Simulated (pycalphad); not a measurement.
All values are pycalphad results on the COST 507 light-alloy database (1999) (1 atm), not direct measurements. No gas phase is included, though pure Mg would boil below 1650 K. The database dates from 1999; later assessments differ in places, in temperatures and in the compounds included. Kinetics are ignored, which matters at the lower temperatures.

Molar enthalpy of Al-11.43Si-0.34Mg (at.%) in equilibrium (SER reference):

| T (K) | H (kJ/mol) | phases |
|---|---|---|
| 1650 | 54.09 | liquid |
| 1550 | 50.97 | liquid |
| 1450 | 47.84 | liquid |
| 1350 | 44.72 | liquid |
| 1250 | 41.59 | liquid |
| 1150 | 38.47 | liquid |
| 1050 | 35.35 | liquid |
| 950 | 32.24 | liquid |
| 900 | 30.69 | liquid |
| 850 | 28.64 | liquid + fcc |
| 800 | 14.04 | fcc + diamond (Si) |
| 750 | 12.38 | fcc + diamond (Si) + MG2SI |
| 650 | 9.23 | fcc + diamond (Si) + MG2SI |
| 550 | 6.36 | fcc + diamond (Si) + MG2SI |
| 450 | 3.69 | fcc + diamond (Si) + MG2SI |
| 350 | 1.15 | fcc + diamond (Si) + MG2SI |

Cooling from 900 K to 800 K, across the freezing range, releases 16.7 kJ/mol, or 615 J/g. The slope is 31 J/(mol K) in the liquid and 33 J/(mol K) just below the solidus, where it includes any heat of precipitation. Liquidus 854 K, solidus 840 K. Changes were sought between steps of 50 K, so a narrower field can be missed.

Database names, with the compositions (at.%) that they take in these runs: MG2SI: Mg 67 Si 33.
